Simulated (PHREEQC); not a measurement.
Solution (20 °C): 22 mmol/kgw HF, 3.6 mmol/kgw NH4HF2 and 1.6 mmol/kgw H3PO4. Closed to the air; pH follows from the charge balance.

The numbers come from PHREEQC with the ion-association model, phreeqc.dat.

This is a speciation only: nothing precipitates in the calculation.

### Question
Predict the pH, ionic strength.

### Answer
pH 2.48; ionic strength 0.00714 mol/kgw.

### Question
In which forms is P present?

### Answer
H2PO4- 71 %, H3PO4 29 % of the P.

Complexes and solids missing from the database can't appear.
